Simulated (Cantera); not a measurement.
Input (Python, Cantera):

```python
import numpy as np
import cantera as ct

gas = ct.Solution("gri30.yaml")
gas.TPX = 550, 17000, {'CH4': 1, 'CO': 0.74, 'O2': 1.69, 'N2': 6.37}
flame = ct.FreeFlame(gas, width=0.14)
flame.set_refine_criteria(ratio=3, slope=0.08, curve=0.16)
flame.transport_model = "mixture-averaged"
flame.solve(loglevel=0, auto=True)
z, T = flame.grid, flame.T
thick = (T[-1] - T[0]) / np.gradient(T, z).max()
show = ['CH4', 'CO', 'O2', 'C2H2', 'HO2', 'HCO']
print(f"laminar burning velocity  {flame.velocity[0] * 100:.3f} cm/s")
print(f"burnt temperature         {T[-1]:.1f} K")
print(f"thermal thickness         {thick * 1e3:.4f} mm")
print(f"grid points               {len(z)}")
z0 = z[flame.heat_release_rate.argmax()]
print(f"{'z/mm':>9s}{'T/K':>9s}{'u/(m/s)':>9s}" + "".join(f"{s:>11s}" for s in show))
rows = []
for k in (-3, -2, -1.5, -1, -0.5, -0.25, 0, 0.25, 0.5, 1, 2, 4, 8):
    zz = z0 + k * thick
    rows.append([k * thick, np.interp(zz, z, T), np.interp(zz, z, flame.velocity),
                 *(np.interp(zz, z, flame.X[gas.species_index(s)]) for s in show)])
    print(f"{rows[-1][0] * 1e3:9.3f}{rows[-1][1]:9.1f}{rows[-1][2]:9.3f}" + "".join(f"{x:11.3e}" for x in rows[-1][3:]))
```

Output:

```
laminar burning velocity  146.703 cm/s
burnt temperature         2196.4 K
thermal thickness         1.6016 mm
grid points               151
     z/mm      T/K  u/(m/s)        CH4         CO         O2       C2H2        HO2        HCO
   -4.805    550.1    1.469  1.019e-01  7.542e-02  1.722e-01  4.767e-10  3.085e-07  2.674e-14
   -3.203    551.0    1.475  1.015e-01  7.520e-02  1.717e-01  1.551e-08  5.290e-06  3.347e-12
   -2.402    556.6    1.496  1.007e-01  7.493e-02  1.707e-01  1.569e-07  2.196e-05  7.807e-11
   -1.602    616.9    1.675  9.634e-02  7.517e-02  1.661e-01  3.562e-06  4.925e-05  7.536e-09
   -0.801   1003.2    2.783  6.973e-02  8.555e-02  1.366e-01  6.131e-05  5.167e-05  2.094e-06
   -0.400   1393.8    3.921  3.870e-02  1.026e-01  9.744e-02  2.004e-04  1.108e-04  3.394e-05
    0.000   1749.0    4.969  1.111e-02  1.202e-01  5.270e-02  3.934e-04  7.133e-05  9.471e-05
    0.400   1920.3    5.463  1.459e-03  1.226e-01  2.386e-02  1.920e-04  1.065e-05  4.698e-05
    0.801   1966.7    5.578  1.121e-04  1.149e-01  1.141e-02  2.924e-05  1.197e-06  6.682e-06
    1.602   1987.9    5.607  5.182e-07  1.030e-01  5.097e-03  3.202e-07  3.685e-07  1.147e-07
    3.203   2002.2    5.626  1.065e-10  9.663e-02  3.738e-03  2.323e-10  2.841e-07  6.631e-08
    6.406   2018.0    5.661  1.398e-14  9.564e-02  3.347e-03  8.336e-14  2.575e-07  6.190e-08
   12.813   2042.8    5.720  1.165e-15  9.575e-02  2.887e-03  1.155e-18  2.265e-07  5.548e-08
```

Computed with Cantera and GRI-Mech 3.0 (53 species, 325 reactions). Burning velocities carry a grid error of a few per cent, more on coarse grids.
